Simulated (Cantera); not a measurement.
A Cantera script and what it prints.

```python
import numpy as np
import cantera as ct

gas_names = [...]  # 103 gases of nasa_gas.yaml made of C, Cl, H
cond_names = """
    C(gr) C6H6(L) C7H8(L) C8H18(L),n-octa
""".split()


# ... load() reads the species with a 1 bar reference pressure and builds the phases ...
atoms = {
    'CH3Cl': {'C': 1, 'H': 3, 'CL': 1},
    'HCl': {'H': 1, 'CL': 1},
}
top_T = {'C(gr)': 4500}  # K; cautious upper limits of use, not melting points


# ... equilibrate(T, P, feed) seeds the gas with the atoms and calls Mixture.equilibrate('TP', solver="vcs", rtol=1e-11, max_steps=5000) ...
results = []
feed = {'CH3Cl': 1, 'HCl': 0.027}  # mol
P = 2.4  # Pa
for T in [3000, 3250, 3500, 3750, 4000, 4250, 4500, 4750, 5000]:
    mix = equilibrate(T, P, feed)
    results.append((T, P, feed, dict(zip(mix.species_names, mix.species_moles))))

top = {s: max(r[3][s] / sum(r[3][g] for g in gas_names) for r in results) for s in gas_names}
cols = sorted((s for s in top if top[s] > 0.001), key=lambda s: -top[s])[:6]
seen = [c for c in cond_names if any(r[3].get(c, 0) > 1e-12 for r in results)]
print("log10 of partial pressures in bar; condensed amounts in mol")
print(f"{'T/K':>10s}" + "".join(f"{s[:9]:>10s}" for s in cols + seen))
for T, P, feed, n in results:
    ng = sum(n[g] for g in gas_names)
    print(f"{T:10.4g}" + "".join(f"{np.log10(max(n[s] / ng * P / 1e5, 1e-99)):10.3f}" for s in cols)
          + "".join(f"{n.get(c, 0):10.4g}" for c in seen))
```

It prints:

```
log10 of partial pressures in bar; condensed amounts in mol
       T/K         H        CL         C        C2        C3  Electron
      3000    -4.834    -5.303    -5.398    -6.706    -6.816   -10.989
      3250    -4.842    -5.311    -5.331    -7.390    -8.407   -10.184
      3500    -4.842    -5.312    -5.325    -8.080    -9.927    -9.517
      3750    -4.842    -5.312    -5.324    -8.688   -11.259    -8.938
      4000    -4.842    -5.312    -5.324    -9.221   -12.428    -8.430
      4250    -4.843    -5.312    -5.325    -9.693   -13.462    -7.979
      4500    -4.843    -5.312    -5.326   -10.116   -14.385    -7.577
      4750    -4.844    -5.313    -5.330   -10.498   -15.216    -7.216
      5000    -4.845    -5.315    -5.337   -10.850   -15.976    -6.892
```

Cantera equilibrium calculation (NASA polynomials, part measured and part estimated; ideal gas, pure solids and liquids).
